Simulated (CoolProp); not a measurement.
Vapour-liquid equilibrium of propane (1) + c-C4F8 (RC318) (2) at 1.26 MPa; x and y are mole fractions of (1).

Computed with CoolProp (multi-fluid Helmholtz-energy mixture model, Lemmon 2009 and Platzer 1990; pair parameters Bell 2016). This equation is an older, rougher fit; its heat capacities, sound speeds and derivatives of the liquid may be far off and weren't checked against measurements.

Give the bubble temperature and the first vapour's composition at x = 0.125, 0.2, 0.8. Is there an azeotrope?

x = 0.125: 336.4 K, y = 0.301; x = 0.2: 329.7 K, y = 0.430; x = 0.8: 310.0 K, y = 0.841. y crosses x between x = 0.875 and 0.95: the model has an azeotrope there.

The pair parameters rest on a limited set of measurements; away from them the model extrapolates.
